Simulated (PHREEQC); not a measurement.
Dissolve 0.063 mol/kgw CuCl2, 0.0049 mol/kgw HNO3 and 0.086 mol/kgw H3BO3 at 75 °C. Closed to the air; pH follows from the charge balance.

Model: ion-association model, wateq4f.dat, run in PHREEQC.

```yaml
pH: 2.41
ionic_strength: 0.139 mol/kgw
total_alkalinity: -4.90 meq/kg
```

```csv
species,molality,activity,log γ
Cl-,0.0982,0.0705,-0.144
H3BO3,0.0860,0.0888,0.014
Cu+2,0.0363,0.0120,-0.480
CuCl+,0.0256,0.0186,-0.140
H+,0.00490,0.00390,-0.099
NO3-,0.00490,0.00345,-0.153
CuCl2,0.00108,0.00112,0.014
```

This is a speciation only: nothing precipitates in the calculation. At this temperature some constants are extrapolated from 25 °C, and those without enthalpy data are left unchanged.
